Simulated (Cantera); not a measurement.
What does this Cantera script print?

```python
import numpy as np
import cantera as ct

gas_names = """
    B BCL BCL2 BCL3 BH BH2 BH3 B2 CL CL2 H HCL H2
""".split()
cond_names = """
    B(b) B(L)
""".split()


# ... load() reads the species with a 1 bar reference pressure and builds the phases ...
atoms = {
    'BCl3': {'B': 1, 'CL': 3},
    'H2': {'H': 2},
}
top_T = {}  # K; cautious upper limits of use, not melting points


# ... equilibrate(T, P, feed) seeds the gas with the atoms and calls Mixture.equilibrate('TP', solver="vcs", rtol=1e-11, max_steps=5000) ...
results = []
feed = {'BCl3': 1, 'H2': 7.9}  # mol
T = 1423.15  # K
P = 22  # Pa
mix = equilibrate(T, P, feed)
results.append((T, P, feed, dict(zip(mix.species_names, mix.species_moles))))
print(gas.report(threshold=1e-06))
for i in range(1, mix.n_phases):
    print(f"{mix.phase(i).name:16s} {mix.phase_moles(i):12.5e} mol")
```

Result:

```
       temperature   1423.2 K
          pressure   22 Pa
           density   2.4341e-05 kg/m^3
  mean mol. weight   13.092 kg/kmol
   phase of matter   gas

                          1 kg             1 kmol
                     ---------------   ---------------
          enthalpy         3.863e+05        5.0574e+06  J
   internal energy       -5.1752e+05       -6.7753e+06  J
           entropy             20726        2.7134e+05  J/K
    Gibbs function        -2.911e+07        -3.811e+08  J
 heat capacity c_p            2503.8             32779  J/K
 heat capacity c_v            1868.7             24465  J/K

                      mass frac. Y      mole frac. X     chem. pot. / RT
                     ---------------   ---------------   ---------------
               BCL         0.0074747         0.0021154           -31.484
              BCL2         0.0029009        0.00046479           -60.523
              BCL3          0.037623         0.0042041           -89.562
               BH2         2.885e-06        2.9448e-06           -29.691
                CL        0.00036405        0.00013444           -29.039
                 H         2.868e-05        0.00037249           -13.623
               HCL           0.84549           0.30361           -42.661
                H2           0.10611            0.6891           -27.245
     [   +5 minor]        5.7075e-08         3.996e-08

B(b)              9.36250e-01 mol
```

Method: chemical equilibrium by Gibbs-energy minimisation in Cantera with the NASA 1993 tables (ideal gas, pure condensed phases). The tables' values for BCl, BCl2 are old estimates; treat these amounts as uncertain. Gases not in the tables: BHCl2.
